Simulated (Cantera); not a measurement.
Cantera with NASA thermochemical tables; ideal gases at 1 bar, condensed phases pure. Values are per mole of reaction as written; species without (g) are pure solids or liquids, kept so even where they would boil at 1 bar.

2 HCl(g) + Fe → H2(g) + FeCl2(g)

| T (K) | ΔH° (kJ) | ΔS° (J/K) | ΔG° (kJ) | log10 K | condensed phases |
|---|---|---|---|---|---|
| 300 | 43.6 | 28.9 | 35.0 | -6.09 | Fe(α) |
| 973 | 41.3 | 26.9 | 15.2 | -0.81 | Fe(α) |
| 1023 | 40.0 | 25.6 | 13.9 | -0.71 | Fe(α) |
| 1073 | 37.9 | 23.5 | 12.6 | -0.62 | Fe(α) |
| 1123 | 36.9 | 22.6 | 11.5 | -0.53 | Fe(α) |
| 1173 | 36.5 | 22.3 | 10.4 | -0.46 | Fe(α) |
| 1223 | 35.3 | 21.3 | 9.3 | -0.40 | Fe(γ) |
| 1273 | (withheld) | (withheld) | (withheld) | (withheld) | Fe(γ) |
| 1323 | 34.7 | 20.8 | 7.2 | -0.28 | Fe(γ) |
| 1373 | (withheld) | (withheld) | (withheld) | (withheld) | Fe(γ) |
| 1423 | 34.1 | 20.3 | 5.1 | -0.19 | Fe(γ) |
| 1473 | 33.7 | 20.1 | 4.1 | -0.15 | Fe(γ) |

Q: Complete the blanks.

A: 
- 1273, ΔH° (kJ): 35.0
- 1273, ΔS° (J/K): 21.0
- 1273, ΔG° (kJ): 8.2
- 1273, log10 K: -0.34
- 1373, ΔH° (kJ): 34.4
- 1373, ΔS° (J/K): 20.6
- 1373, ΔG° (kJ): 6.2
- 1373, log10 K: -0.23
